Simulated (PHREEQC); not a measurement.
A solution holds 0.19 mol HF, 3.8e-05 mol KF and 1.5e-05 mol H4SiO4 per kg of water, at 25 °C. Closed to the air; pH follows from the charge balance.

Computed with PHREEQC (ion-association model, wateq4f.dat).

Precipitation was switched off in this run.

Task: What pH, ionic strength does the model give?

Result: pH 1.98; ionic strength 0.0115 mol/kgw.

Task: In which forms is F present?

Result: HF 58 %, H2F2 34 %, F- 4.2 %, HF2- 3.6 % of the F.

wateq4f.dat counts part of the HF as a dimer, H2F2, which phreeqc.dat doesn't know; its constant is uncertain. SiF6-2 is the database's only silicon fluoride.
